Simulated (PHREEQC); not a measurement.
# Acid rinse or clean: speciation

Dissolve 0.007 mol HCl, 7.5e-05 mol CaCl2 and 0.00011 mol CuCl2 per kg of water at 20 °C. Closed to the air; pH follows from the charge balance.

Computed with PHREEQC (ion-association model, wateq4f.dat).

Each row changes one thing in this solution. Precipitation was switched off in this run.

```tsv
case	pH	CuCl+ (mol/kgw)	CuCl2 (mol/kgw)	CuOH+ (mol/kgw)	SI of Tenorite (CuO)	SI of Cu(OH)2 (Cu(OH)2)
as made	2.19	1.19e-6	3.70e-9	1.30e-10	-7.54	-8.56
HCl from 0.007 to 0.0035 mol/kgw	2.48	6.81e-7	1.17e-9	2.73e-10	-6.92	-7.94
CaCl2 from 7.5e-05 to 0.00075 mol/kgw	2.19	1.35e-6	4.89e-9	1.28e-10	-7.55	-8.57
HCl from 0.007 to 0.014 mol/kgw	1.90	2.06e-6	1.18e-8	…	-8.18	-9.20
CuCl2 from 0.00011 to 9.9e-05 mol/kgw	2.19	…	…	…	-7.59	-8.61
temperature from 20 to 60 °C	2.19	6.54e-6	2.98e-8	1.22e-10	-6.21	-7.23
CuCl2 from 0.00011 to 0.0011 mol/kgw	2.19	1.43e-5	5.47e-8	1.27e-9	-6.56	-7.58
```

### Question
Complete the blanks.

### Answer

- HCl from 0.007 to 0.014 mol/kgw, CuOH+ (mol/kgw): 6.13e-11
- CuCl2 from 0.00011 to 9.9e-05 mol/kgw, CuCl+ (mol/kgw): 1.07e-6
- CuCl2 from 0.00011 to 9.9e-05 mol/kgw, CuCl2 (mol/kgw): 3.32e-9
- CuCl2 from 0.00011 to 9.9e-05 mol/kgw, CuOH+ (mol/kgw): 1.18e-10

Species that the database lacks are ignored. Constants without temperature data keep their 25 °C values here.
